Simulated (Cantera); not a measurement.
## Reactions in the system C-H-Ni-S

Cantera with NASA thermochemical tables; ideal gases at 1 bar, condensed phases pure. Values are per mole of reaction as written; species without (g) are pure solids or liquids, kept so even where they would boil at 1 bar.

4 NiS + 2 CS2(g) + 3 H2(g) = C2H6(g) + 4 NiS2

```csv
T (K),ΔH° (kJ),ΔS° (J/K),ΔG° (kJ),log10 K
2423,-402.2,-526.3,873.2,-18.82
2473,-402.8,-526.6,899.5,-19.00
2523,-403.3,-526.8,925.8,-19.17
2573,-403.9,-527.1,952.2,-19.33
2623,-404.5,-527.3,978.5,-19.49
2673,-405.1,-527.5,1004.9,-19.64
2723,-405.7,-527.7,1031.3,-19.78
```
